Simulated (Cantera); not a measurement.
Feed: 1 mol SiH2Cl2, 1.4 mol HCl, 10 mol N2, at 10.0 mbar.

Method: chemical equilibrium by Gibbs-energy minimisation in Cantera with the NASA 1993 tables (ideal gas, pure condensed phases). Candidate condensed phases: NH4Cl, Si, Si3N4; 28 gas species. N2 is the only nitrogen source here; it is nearly inert below about 1500 K, so the nitride shown seldom forms there in practice. The tables' values for SiCl3 are old estimates; treat these amounts as uncertain. Rates play no part. All values below are at 1423 K.

Base state: N2 0.748, HCl 0.168, H2 0.0480, SiCl2 0.0208, SiCl4 0.00850, SiCl3 0.00668, SiHCl3 0.000189, Cl 4.16e-5 (mole fractions); condensed: Si3N4(s).

### Question
What changes in the equilibrium state with this change: HCl from 1.4 to 0.051 mol?

### Answer
```csv
species,before,after
N2,0.748,0.828
HCl,0.168,0.117
H2,0.0480,0.0306
SiCl2,0.0208,0.0149
SiHCl3,0.000189,9.47e-5
SiCl4,0.00850,0.00467
SiCl3,0.00668,0.00419
H,1.46e-5,1.16e-5
Cl,4.16e-5,3.64e-5
"Si3N4(s), mol",0.178,0.242
```
